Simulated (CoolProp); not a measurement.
Properties of R123 along the isobar 4610 kPa (Tc = 456.8 K, pc = 3662 kPa, ω = 0.282).

Computed with CoolProp (reference Helmholtz-energy equation of state, Younglove 1994). It is a modified Benedict-Webb-Rubin equation, recast in Helmholtz form.

```json
[
 {"T (K)": "422", "phase": "liquid", "density (kg/m³)": "1097", "cv (kJ/(kg K))": "0.8191", "expansivity (1/kK)": "4.104", "fugacity coefficient": "0.3698"},
 {"T (K)": "427.2", "phase": "liquid", "density (kg/m³)": "1073", "cv (kJ/(kg K))": "0.8250", "expansivity (1/kK)": "4.498", "fugacity coefficient": "0.3955"},
 {"T (K)": "432.4", "phase": "liquid", "density (kg/m³)": "1047", "cv (kJ/(kg K))": "0.8313", "expansivity (1/kK)": "4.995", "fugacity coefficient": "0.4217"},
 {"T (K)": "437.6", "phase": "liquid", "density (kg/m³)": "1018", "cv (kJ/(kg K))": "0.8381", "expansivity (1/kK)": "…", "fugacity coefficient": "0.4483"},
 {"T (K)": "442.8", "phase": "liquid", "density (kg/m³)": "986.6", "cv (kJ/(kg K))": "0.8455", "expansivity (1/kK)": "6.520", "fugacity coefficient": "0.4753"},
 {"T (K)": "448", "phase": "liquid", "density (kg/m³)": "950.8", "cv (kJ/(kg K))": "0.8540", "expansivity (1/kK)": "7.787", "fugacity coefficient": "0.5025"},
 {"T (K)": "453.2", "phase": "liquid", "density (kg/m³)": "908.7", "cv (kJ/(kg K))": "0.8638", "expansivity (1/kK)": "9.782", "fugacity coefficient": "0.5296"},
 {"T (K)": "458.4", "phase": "supercritical", "density (kg/m³)": "856.5", "cv (kJ/(kg K))": "0.8760", "expansivity (1/kK)": "13.40", "fugacity coefficient": "0.5565"},
 {"T (K)": "463.6", "phase": "supercritical", "density (kg/m³)": "…", "cv (kJ/(kg K))": "0.8925", "expansivity (1/kK)": "…", "fugacity coefficient": "0.5828"},
 {"T (K)": "468.8", "phase": "supercritical", "density (kg/m³)": "665.6", "cv (kJ/(kg K))": "0.9164", "expansivity (1/kK)": "44.84", "fugacity coefficient": "0.6075"},
 {"T (K)": "474", "phase": "supercritical", "density (kg/m³)": "506.3", "cv (kJ/(kg K))": "0.9285", "expansivity (1/kK)": "51.44", "fugacity coefficient": "0.6292"},
 {"T (K)": "479.2", "phase": "supercritical", "density (kg/m³)": "408.3", "cv (kJ/(kg K))": "0.9168", "expansivity (1/kK)": "31.98", "fugacity coefficient": "0.6474"},
 {"T (K)": "484.4", "phase": "supercritical", "density (kg/m³)": "356.8", "cv (kJ/(kg K))": "0.9049", "expansivity (1/kK)": "21.18", "fugacity coefficient": "0.6634"},
 {"T (K)": "489.6", "phase": "supercritical", "density (kg/m³)": "324.6", "cv (kJ/(kg K))": "0.8960", "expansivity (1/kK)": "15.78", "fugacity coefficient": "0.6777"},
 {"T (K)": "494.8", "phase": "supercritical", "density (kg/m³)": "…", "cv (kJ/(kg K))": "…", "expansivity (1/kK)": "12.66", "fugacity coefficient": "0.6910"},
 {"T (K)": "500", "phase": "supercritical", "density (kg/m³)": "284.0", "cv (kJ/(kg K))": "0.8850", "expansivity (1/kK)": "10.63", "fugacity coefficient": "0.7034"}
]
```

**Question.** Fill in the missing entries.

**Answer.** 
- 437.6, expansivity (1/kK): 5.642
- 463.6, density (kg/m³): 784.4
- 463.6, expansivity (1/kK): 21.71
- 494.8, density (kg/m³): 301.6
- 494.8, cv (kJ/(kg K)): 0.8897
